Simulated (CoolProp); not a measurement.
A Linde-Hampson liquefier for carbon monoxide: isothermal reversible compression at 280 K from 1 atm to 40 MPa, throttling to 1 atm, return gas leaving the recuperator 0 K below the feed. Each further row changes one setting.

Values from CoolProp's reference Helmholtz-energy equation of state, Lemmon 2006. It is a short technical equation, of lower accuracy than the large ones.

| case | liquid yield per pass | compression work (kJ/kg of gas) |
|---|---|---|
| as stated | [?] | 500 |
| high pressure 80 MPa | [?] | 585 |
| warm-end temperature 310 K | [?] | 559 |
| warm-end gap 5 K | [?] | 500 |

### Question
What belongs in the gaps?

### Answer

- as stated, liquid yield per pass: 0.128
- high pressure 80 MPa, liquid yield per pass: 0.087
- warm-end temperature 310 K, liquid yield per pass: 0.095
- warm-end gap 5 K, liquid yield per pass: 0.117
